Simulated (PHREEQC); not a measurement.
Consider water at 11 °C with 0.0005 mol/kgw CaSO4, 0.00016 mol/kgw KHCO3 and 3.8e-05 mol/kgw (CH3)4NF. Closed to the air; pH follows from the charge balance.

Computed with PHREEQC (ion-association model, phreeqc.dat).

The pH comes out as 8.27, the ionic strength is 0.00210 mol/kgw and the specific conductance is 101 µS/cm. The total alkalinity comes out as 0.160 meq/kg.

| species | molality | activity | log γ |
|---|---|---|---|
| SO4-2 | 0.000475 | 0.000391 | -0.085 |
| Ca+2 | 0.000475 | 0.000391 | -0.085 |
| K+ | 0.000160 | 0.000152 | -0.022 |
| HCO3- | 0.000156 | 0.000148 | -0.021 |
| F- | 3.80e-5 | 3.61e-5 | -0.022 |
| (CH3)4N+ | 3.80e-5 | 3.62e-5 | -0.022 |
| CaSO4 | 2.43e-5 | 2.43e-5 | 0.000 |
| CO2 | 2.26e-6 | 2.26e-6 | 0.000 |

This is a speciation only: nothing precipitates in the calculation. (CH3)4N+ isn't in the database: it is added as a free cation with an ion size of 4 Å. Away from 25 °C the constants follow the database's enthalpies or fits; those with neither stay at their 25 °C values.
